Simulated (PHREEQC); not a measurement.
## Acid mine or pickling water (model solution)

Model water analysis in mg/kgw, 35 °C, pH 3.91, pe 11.3:

```tsv
constituent	mg/kgw
Na	43.4
K	236
Ca	118
Mg	53.4
Cl	99.7
S(6) as SO4	756
F	0.146
Al	0.698
B	0.0316
Br	13.6
Cd	5.84
Li	0.615
```

Valence states are taken as typed.

Model: ion-association model, phreeqc.dat, run in PHREEQC.

This is a speciation only: nothing precipitates in the calculation.

Problem. Estimate the ionic strength, charge-balance error, specific conductance.

Solution. ionic strength 0.0249 mol/kgw; charge-balance error -0.2 %; specific conductance 2290 µS/cm.

Problem. In which forms is Li present?

Solution. Li+ 99 %, LiSO4- 1.4 % of the Li.

Real BF4- forms and hydrolyses slowly; the run takes it at equilibrium. Fluoro complexes past AlF4- and FeF3 are missing from the database.
